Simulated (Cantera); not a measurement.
Input (Python, Cantera):

```python
import numpy as np
import cantera as ct

gas = ct.Solution("gri30.yaml")
gas.TPX = 1848, 1100, {'CH4': 0.0023, 'H2': 0.15}
reactor = ct.IdealGasConstPressureReactor(gas, energy="off", clone=False)
net = ct.ReactorNet([reactor])
net.rtol, net.atol = 1e-08, 1e-18
show = ['CH4', 'H2', 'C2H2', 'CH2', 'CH3', 'C2H4', 'H']
times = np.geomspace(3e-05, 2, 15)

steps = ct.SolutionArray(gas, extra=["t"])
rows = []
print(f"{'t/s':>10s}{'T/K':>9s}{'P/Pa':>11s}" + "".join(f"{s:>11s}" for s in show))
for t in times:
    while net.time < t:
        t_next = net.step()
        steps.append(gas.state, t=t_next)
    rows.append([np.interp(t, steps.t, y) for y in (steps.T, steps.P, *steps(*show).X.T)])
    print(f"{t:10.3e}{rows[-1][0]:9.1f}{rows[-1][1]:11.4g}" + "".join(f"{x:11.3e}" for x in rows[-1][2:]))
rate = np.gradient(steps.T, steps.t)
print("integrator steps:", len(steps.t))
if steps.T.max() > steps.T[0] + 200:
    print(f"time of steepest temperature rise: {steps.t[rate.argmax()]:.4e} s")
gas.TPX = 1848, 1100, {'CH4': 0.0023, 'H2': 0.15}
gas.equilibrate("TP")
print(f"equilibrium (TP): T = {gas.T:.1f} K  " + "  ".join(f"{s} {gas[s].X[0]:.3e}" for s in show))
```

Output:

```
       t/s      T/K       P/Pa        CH4         H2       C2H2        CH2        CH3       C2H4          H
 3.000e-05   1848.0       1100  1.510e-02  9.849e-01  4.791e-17  5.100e-13  6.543e-07  7.905e-14  9.578e-07
 6.633e-05   1848.0       1100  1.510e-02  9.849e-01  1.454e-15  2.461e-12  1.234e-06  1.033e-12  2.330e-06
 1.466e-04   1848.0       1100  1.510e-02  9.849e-01  3.588e-14  1.198e-11  2.303e-06  1.070e-11  5.577e-06
 3.242e-04   1848.0       1100  1.510e-02  9.849e-01  7.734e-13  6.000e-11  4.550e-06  1.009e-10  1.287e-05
 7.168e-04   1848.0       1100  1.509e-02  9.849e-01  1.706e-11  3.029e-10  9.507e-06  9.878e-10  2.900e-05
 1.585e-03   1848.0       1100  1.508e-02  9.848e-01  4.066e-10  1.508e-09  2.045e-05  9.977e-09  6.464e-05
 3.504e-03   1848.0       1100  1.506e-02  9.848e-01  1.033e-08  7.391e-09  4.456e-05  9.884e-08  1.434e-04
 7.746e-03   1848.0       1100  1.500e-02  9.846e-01  2.733e-07  3.568e-08  9.744e-05  8.780e-07  3.170e-04
 1.713e-02   1848.0       1100  1.486e-02  9.842e-01  6.448e-06  1.673e-07  2.116e-04  5.485e-06  6.973e-04
 3.786e-02   1848.0       1100  1.441e-02  9.835e-01  9.784e-05  7.085e-07  4.374e-04  1.721e-05  1.488e-03
 8.371e-02   1848.0       1100  1.271e-02  9.831e-01  7.946e-04  1.950e-06  6.976e-04  2.644e-05  2.695e-03
 1.851e-01   1848.0       1100  8.720e-03  9.843e-01  2.804e-03  2.271e-06  6.198e-04  1.691e-05  3.493e-03
 4.092e-01   1848.0       1100  4.532e-03  9.862e-01  5.004e-03  1.572e-06  3.630e-04  6.074e-06  3.941e-03
 9.046e-01   1848.0       1100  1.936e-03  9.871e-01  6.380e-03  8.608e-07  1.723e-04  2.274e-06  4.380e-03
 2.000e+00   1848.0       1100  7.619e-04  9.874e-01  7.007e-03  4.051e-07  7.338e-05  1.485e-06  4.741e-03
integrator steps: 810
equilibrium (TP): T = 1848.0 K  CH4 3.787e-05  H2 9.875e-01  C2H2 7.397e-03  CH2 2.330e-08  CH3 3.892e-06  C2H4 1.351e-06  H 5.060e-03
```

Detailed kinetics in Cantera: GRI-Mech 3.0 (53 species, 325 reactions). GRI-Mech 3.0 stops at C3 and has no aromatics, soot or wall deposition, so with more carbon than oxygen in the feed, carbon stays in small species such as C2H2 where larger ones or solid carbon would form. Radical loss at walls, strong at low pressure, is not modelled.
